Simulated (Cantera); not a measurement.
An isothermal, constant-pressure homogeneous reactor starts with H₂ : O₂ = 0.41 : 1 (molar parts), equivalence ratio 0.20, at 1325 K and 0.00760 bar.

Computed with Cantera and GRI-Mech 3.0 (53 species, 325 reactions). Radical loss at walls, strong at low pressure, is not modelled. The temperature is held fixed by assumption; the heat of reaction is taken as removed at once.

x: mole fraction; the columns are a selection and need not sum to one.

| t (s) | x H₂ | x O₂ | x H₂O₂ | x OH | x O | x HO₂ |
|---|---|---|---|---|---|---|
| 3.00e-6 | 0.291 | 0.709 | <1e-12 | 6.31e-11 | 6.45e-11 | 2.75e-9 |
| 1.09e-5 | 0.291 | 0.709 | 1.97e-12 | 7.24e-10 | 7.79e-10 | 9.96e-9 |
| 3.93e-5 | 0.291 | 0.709 | 2.57e-11 | 6.82e-9 | 8.35e-9 | 3.60e-8 |
| 0.000142 | 0.291 | 0.709 | 3.34e-10 | 7.67e-8 | 1.07e-7 | 1.30e-7 |
| 0.000516 | 0.291 | 0.709 | 4.28e-9 | 1.70e-5 | 2.42e-5 | 5.00e-7 |
| 0.00187 | 0.0190 | 0.549 | 1.86e-7 | 0.0181 | 0.0970 | 4.06e-6 |
| 0.00676 | 0.0175 | 0.560 | 1.99e-7 | 0.0176 | 0.0883 | 4.28e-6 |
| 0.0245 | 0.0131 | 0.594 | 2.44e-7 | 0.0157 | 0.0591 | 4.85e-6 |
| 0.0887 | 0.00343 | 0.644 | 2.31e-7 | 0.00832 | 0.0138 | 4.38e-6 |
| 0.321 | 0.000245 | 0.658 | 7.54e-8 | 0.00224 | 0.000966 | 1.11e-6 |
| 1.16 | 2.31e-5 | 0.659 | 1.90e-8 | 0.000693 | 9.16e-5 | 1.64e-7 |
| 4.21 | (withheld) | 0.660 | (withheld) | (withheld) | (withheld) | 5.25e-8 |
| 15.3 | 9.50e-7 | 0.660 | 2.00e-9 | 0.000141 | 3.78e-6 | 5.41e-8 |
| 55.2 | 6.50e-7 | 0.660 | 1.60e-9 | 0.000117 | 2.59e-6 | 6.07e-8 |
| 200 | 6.49e-7 | 0.660 | 1.59e-9 | 0.000116 | 2.58e-6 | 6.07e-8 |

Fill in the missing entries.


- 4.21, x H₂: 3.70e-6
- 4.21, x H₂O₂: 5.27e-9
- 4.21, x OH: 0.000278
- 4.21, x O: 1.47e-5
